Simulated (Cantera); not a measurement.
Cantera run:

```python
import numpy as np
import cantera as ct

gas_names = [...]  # 91 gases of nasa_gas.yaml made of C, Cl, H
cond_names = """
    C(gr) C6H6(L) C7H8(L) C8H18(L),n-octa
""".split()


# ... load() reads the species with a 1 bar reference pressure and builds the phases ...
atoms = {
    'CCl4': {'C': 1, 'CL': 4},
    'HCl': {'H': 1, 'CL': 1},
}
top_T = {'C(gr)': 4500}  # K; cautious upper limits of use, not melting points


# ... equilibrate(T, P, feed) seeds the gas with the atoms and calls Mixture.equilibrate('TP', solver="vcs", rtol=1e-11, max_steps=5000) ...
results = []
feed = {'CCl4': 1, 'HCl': 0.022}  # mol
P = 2.8  # Pa
for T in [1050, 1150, 1250, 1350, 1450, 1550, 1650, 1750, 1850, 1950, 2050, 2150, 2250]:
    mix = equilibrate(T, P, feed)
    results.append((T, P, feed, dict(zip(mix.species_names, mix.species_moles))))
    x = sorted(zip(gas.X, gas.species_names), reverse=True)
    print(f"T = {T:g} K  P = {P:g} Pa  gas = {mix.phase_moles(0):.4g} mol")
    print("   x: " + "  ".join(f"{s} {v:.3e}" for v, s in x if v > 0.0001))
    print("   condensed (mol): " + ("  ".join(f"{mix.phase(i).name} {mix.phase_moles(i):.4g}"
          for i in range(1, mix.n_phases) if mix.phase_moles(i) > 1e-12) or "none"))
```

It prints:

```
T = 1050 K  P = 2.8 Pa  gas = 2.172 mol
   x: CL2 8.517e-01  CL 1.382e-01  HCL 1.013e-02
   condensed (mol): C(gr) 1
T = 1150 K  P = 2.8 Pa  gas = 2.526 mol
   x: CL2 5.924e-01  CL 3.989e-01  HCL 8.710e-03
   condensed (mol): C(gr) 1
T = 1250 K  P = 2.8 Pa  gas = 3.212 mol
   x: CL 7.408e-01  CL2 2.523e-01  HCL 6.850e-03
   condensed (mol): C(gr) 1
T = 1350 K  P = 2.8 Pa  gas = 3.772 mol
   x: CL 9.278e-01  CL2 6.633e-02  HCL 5.833e-03
   condensed (mol): C(gr) 1
T = 1450 K  P = 2.8 Pa  gas = 3.96 mol
   x: CL 9.787e-01  CL2 1.576e-02  HCL 5.556e-03
   condensed (mol): C(gr) 1
T = 1550 K  P = 2.8 Pa  gas = 4.005 mol
   x: CL 9.903e-01  HCL 5.493e-03  CL2 4.193e-03
   condensed (mol): C(gr) 1
T = 1650 K  P = 2.8 Pa  gas = 4.017 mol
   x: CL 9.932e-01  HCL 5.476e-03  CL2 1.287e-03
   condensed (mol): C(gr) 1
T = 1750 K  P = 2.8 Pa  gas = 4.02 mol
   x: CL 9.941e-01  HCL 5.464e-03  CL2 4.496e-04
   condensed (mol): C(gr) 1
T = 1850 K  P = 2.8 Pa  gas = 4.021 mol
   x: CL 9.944e-01  HCL 5.427e-03  CL2 1.755e-04
   condensed (mol): C(gr) 1
T = 1950 K  P = 2.8 Pa  gas = 4.022 mol
   x: CL 9.945e-01  HCL 5.281e-03  H 1.868e-04
   condensed (mol): C(gr) 1
T = 2050 K  P = 2.8 Pa  gas = 4.025 mol
   x: CL 9.945e-01  HCL 4.804e-03  H 6.573e-04
   condensed (mol): C(gr) 0.9999
T = 2150 K  P = 2.8 Pa  gas = 4.029 mol
   x: CL 9.945e-01  HCL 3.714e-03  H 1.736e-03
   condensed (mol): C(gr) 0.9995
T = 2250 K  P = 2.8 Pa  gas = 4.036 mol
   x: CL 9.942e-01  H 3.205e-03  HCL 2.235e-03  C3 2.321e-04  C 1.301e-04
   condensed (mol): C(gr) 0.9965
```

Method: chemical equilibrium by Gibbs-energy minimisation in Cantera with the NASA 1993 tables (ideal gas, pure condensed phases).
